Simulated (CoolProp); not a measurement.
Saturation properties of sulfur hexafluoride (Tc = 45.6 °C, pc = 3.755 MPa, ω = 0.210).

Values from CoolProp's reference Helmholtz-energy equation of state, Guder 2009.

```
T (°C)  p (MPa)  vapour Z  liquid viscosity (µPa s)  vapour viscosity (µPa s)
------  -------  --------  ------------------------  ------------------------
-38.55      ___    0.9040                       ___                      12.5
-33.75   0.4306    0.8912                       323                      12.8
-28.85      ___    0.8771                       299                      13.1
-23.95   0.6056    0.8618                       276                      13.3
-19.15   0.7085    0.8456                       255                      13.6
-14.25   0.8263       ___                       235                      13.9
-9.45    0.9552    0.8091                       217                      14.2
-4.55     1.102    0.7885                       200                      14.6
```

**Question.** Some entries are withheld; supply them.

**Answer.** 
- -38.55, p (MPa): 0.3603
- -38.55, liquid viscosity (µPa s): 348
- -28.85, p (MPa): 0.5126
- -14.25, vapour Z: 0.8279

Viscosity comes from a separate model (Quiñones-Cisneros 2012).
